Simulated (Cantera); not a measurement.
Standard-state values (1 bar) from the NASA 1993 polynomials, evaluated with Cantera. Values are per mole of reaction as written; species without (g) are pure solids or liquids, kept so even where they would boil at 1 bar.

3 SO3(g) → 3 SO2(g) + O3(g)

| T (K) | ΔH° (kJ) | ΔS° (J/K) | ΔG° (kJ) | log10 K |
|---|---|---|---|---|
| 300 | 438.6 | 213.3 | 374.6 | -65.22 |
| 850 | 437.1 | 211.7 | 257.1 | -15.80 |
| 875 | … | … | … | … |
| 900 | … | … | … | … |
| 925 | 436.5 | 211.1 | 241.2 | -13.62 |
| 950 | 436.3 | 210.8 | 236.0 | -12.97 |
| 975 | 436.0 | 210.6 | 230.7 | -12.36 |
| 1000 | … | … | … | … |
| 1025 | 435.6 | 210.2 | 220.2 | -11.22 |

Complete the blanks.


- 875, ΔH° (kJ): 436.9
- 875, ΔS° (J/K): 211.5
- 875, ΔG° (kJ): 251.8
- 875, log10 K: -15.03
- 900, ΔH° (kJ): 436.7
- 900, ΔS° (J/K): 211.3
- 900, ΔG° (kJ): 246.5
- 900, log10 K: -14.31
- 1000, ΔH° (kJ): 435.8
- 1000, ΔS° (J/K): 210.4
- 1000, ΔG° (kJ): 225.4
- 1000, log10 K: -11.77
